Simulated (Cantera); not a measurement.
# Ta2O5 + CH4 + CO (carbothermic reduction)

Feed: 1 mol Ta2O5, 2.8 mol CH4, 2.3 mol CO, equilibrated at 35.0 Pa.

Equilibrium computed with Cantera from the NASA thermochemical tables; the gas is ideal and each condensed phase is pure. Candidate condensed phases: C, C6H6, C7H8, C8H18, H2O, Ta, TaC, Ta2O5; 113 gas species. Mutual solubility and eutectic melting of coexisting phases are not modelled. Condensed phases not in the tables: Ta2C, N, O or C dissolved in the metal. Kinetics and transport are ignored.

From 2123 K to 2173 K the condensed part is Ta(s) + Ta2O5(l). From 2223 K to 2473 K the condensed part is Ta(s). The main Ta-bearing gas is TaO2 at 2123 K and TaO at 2473 K. The share of Ta in condensed phases is highest at 2123 K (85.6 %) and lowest at 2473 K (22.9 %).

```csv
T (K),log p H,log p CO,log p H2,log p TaO2,log p TaO,n Ta(s),n Ta2O5(l)
2123,-4.36,-3.82,-3.84,-5.14,-5.85,1.05,0.331
2173,-4.26,-3.84,-3.88,-4.85,-5.54,0.967,0.216
2223,-4.16,-3.87,-3.94,-4.58,-5.25,0.805,0
2273,-4.07,-3.88,-3.99,-4.61,-5.12,0.761,0
2323,-3.99,-3.90,-4.05,-4.65,-5.00,0.705,0
2373,-3.92,-3.91,-4.13,-4.70,-4.89,0.635,0
2423,-3.86,-3.93,-4.22,-4.77,-4.79,0.552,0
2473,-3.81,-3.94,-4.32,-4.84,-4.70,0.457,0
```
log p: log10 of the partial pressure in bar; n: condensed amount in mol.
